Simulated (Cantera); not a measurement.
Mixture: 14.4 % CH3OH, 18.0 % O2, 67.6 % N2, at 38.5 atm, adiabatic and at constant volume. Ignition delay is the time to a rise of 400 K.

Computed with Cantera and GRI-Mech 3.0 (53 species, 325 reactions). GRI-Mech 3.0 was tuned for natural gas; its chemistry of methanol as a main component is partial and can be far from experiment. The pressure lies above the range GRI-Mech 3.0 was tuned for (to about 10 atm).

Q: Predict: delay at 1200 K; delay at 1300 K; delay at 1400 K; delay at 1500 K; apparent activation energy between 1450 and 1550 K.

A: delay at 1200 K: 0.561 ms
delay at 1300 K: 0.117 ms
delay at 1400 K: 30.9 µs
delay at 1500 K: 10.1 µs
apparent activation energy between 1450 and 1550 K: 190 kJ/mol
